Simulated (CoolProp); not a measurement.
Vapour-liquid equilibrium of m-xylene (1) + n-decane (2) at 116.95 °C; x and y are mole fractions of (1).

Values from CoolProp's multi-fluid Helmholtz-energy mixture model, Zhou 2012 and Lemmon 2006; pair parameters Bell 2016.

| x | bubble pressure, mixture model (MPa) | bubble pressure, Raoult's law (MPa) | y, mixture model | y, Raoult's law |
|---|---|---|---|---|
| 0.05 | 0.02015 | 0.01991 | 0.143 | 0.135 |
| 0.125 | 0.02306 | 0.02258 | 0.307 | 0.298 |
| 0.2 | 0.02585 | 0.02526 | 0.432 | 0.426 |
| 0.275 | 0.02856 | 0.02794 | 0.531 | 0.530 |
| 0.35 | 0.03122 | 0.03061 | 0.612 | 0.615 |
| 0.425 | 0.03383 | 0.03329 | 0.681 | 0.687 |
| 0.5 | 0.03642 | 0.03596 | 0.740 | 0.748 |
| 0.575 | 0.03900 | 0.03864 | 0.792 | 0.801 |
| 0.65 | 0.04158 | 0.04132 | 0.838 | 0.846 |
| 0.725 | 0.04418 | 0.04399 | 0.879 | 0.887 |
| 0.8 | 0.04678 | 0.04667 | 0.917 | 0.922 |
| 0.875 | 0.04941 | 0.04934 | 0.951 | 0.954 |
| 0.95 | 0.05204 | 0.05202 | 0.981 | 0.983 |

The largest gap from Raoult's law is +2.3 % in bubble pressure, at x = 0.2. No azeotrope shows between x = 0.05 and 0.95.

The pair parameters rest on a limited set of measurements; away from them the model extrapolates.
